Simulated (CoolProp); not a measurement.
Aqueous magnesium chloride as a coolant, 27 % by mass, freezing at -65.1 °C, 1 atm.

Computed with CoolProp (Melinder's fits for secondary coolants).

```
T (°C)  Prandtl number  density (kg/m³)  viscosity (mPa s)  conductivity (W/(m K))
------  --------------  ---------------  -----------------  ----------------------
-43.5            51200             1295               6680                   0.357
-36.5            27200             1294               3750                   0.377
-29.6            14500             1292               2100                   0.396
-22.6             7690             1289               1160                   0.415
-15.7             4180                ?                658                   0.432
-8.8              2330             1279                380                   0.450
-1.8              1330                ?                  ?                   0.467
5.1                800             1267                140                   0.483
12.1               505             1261               91.1                   0.499
19                   ?             1256               63.7                       ?
26                 249             1250               47.7                   0.529
32.9               198             1246               39.1                   0.543
39.9               173             1243                  ?                   0.557
```

Problem. Complete the blanks.

Solution. 
- -15.7, density (kg/m³): 1285
- -1.8, density (kg/m³): 1273
- -1.8, viscosity (mPa s): 225
- 19, Prandtl number: 342
- 19, conductivity (W/(m K)): 0.514
- 39.9, viscosity (mPa s): 35.2
